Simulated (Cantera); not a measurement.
# Thermodynamics of sublimation and decomposition of ceramics, feed Si₃N₄ + N₂

A closed system holds: 1 mol Si₃N₄, 0.023 mol N₂, at 188 Torr.

Cantera equilibrium calculation (NASA polynomials, part measured and part estimated; ideal gas, pure solids and liquids). Candidate condensed phases: Si, Si₃N₄; 7 gas species. The tables' values for SiN are old estimates; treat these amounts as uncertain. Kinetics and transport are ignored.

```tsv
T (K)	log p N₂	log p Si	log p Si₂	log p SiN	log p Si₂N	log p Si₃	log p N	n Si(l)
2375	-0.61	-2.75	-4.41	-3.96	-3.98	-5.15	-7.37	2.98
2450	-0.61	-2.49	-4.10	-3.76	-3.79	-4.85	-7.04	2.97
2525	-0.61	-2.24	-3.80	-3.56	-3.62	-4.57	-6.74	2.94
2600	-0.62	-2.01	-3.52	-3.38	-3.46	-4.30	-6.46	2.90
2675	-0.63	-1.79	-3.26	-3.21	-3.31	-4.05	-6.19	2.83
2750	-0.65	-1.59	-3.02	-3.06	-3.18	-3.82	-5.95	2.72
2825	-0.69	-1.39	-2.78	-2.92	-3.06	-3.59	-5.72	2.53
2900	-0.74	-1.21	-2.56	-2.80	-2.95	-3.38	-5.52	2.20
```
log p: log10 of the partial pressure in bar; n: condensed amount in mol.

From 2375 K to 2900 K the condensed part is Si(l). The main Si-bearing gas is Si throughout. The share of Si in condensed phases is highest at 2375 K (99.4 %) and lowest at 2900 K (73.2 %).
